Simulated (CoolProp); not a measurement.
Values from CoolProp's reference Helmholtz-energy equation of state, Thol 2012.

Give the vapour pressure (kPa), vapour density (kg/m³), enthalpy of vaporisation (kJ/kg), liquid cp (kJ/(kg K)) of saturated benzene at 101.75, 163.35, 175.65 °C.


```tsv
T (°C)	p (kPa)	vapour density (kg/m³)	enthalpy of vaporisation (kJ/kg)	liquid cp (kJ/(kg K))
101.75	189	5.00	377	1.98
163.35	757	18.9	324	2.23
175.65	951	23.8	311	2.29
```
